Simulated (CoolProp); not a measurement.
Model: reference Helmholtz-energy equation of state, Thol 2014, in CoolProp.

Problem. For diethyl ether, give the phase and the cp (kJ/(kg K)), cv (kJ/(kg K)) at 358.2 K and 0.578 MPa; 325.6 K and 0.0212 MPa.

Solution. 
- 358.2 K and 0.578 MPa: liquid; cp 2.58, cv 1.91
- 325.6 K and 0.0212 MPa: gas; cp 1.73, cv 1.61
